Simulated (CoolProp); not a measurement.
Vapour-liquid equilibrium of R134a (1) + R236FA (2) at 4.48 kPa; x and y are mole fractions of (1).

Model: multi-fluid Helmholtz-energy mixture model, Tillner-Roth 1994 and Pan 2012; pair parameters Bell 2016, in CoolProp.

**Question.** Give the bubble temperature and the first vapour's composition at x = 0.125, 0.5, 0.95. Is there an azeotrope?

**Answer.** x = 0.125: -62.3 °C, y = 0.382; x = 0.5: -71.0 °C, y = 0.825; x = 0.95: -77.0 °C, y = 0.990. No azeotrope shows between x = 0.05 and 0.95.

The pair parameters rest on a limited set of measurements; away from them the model extrapolates.
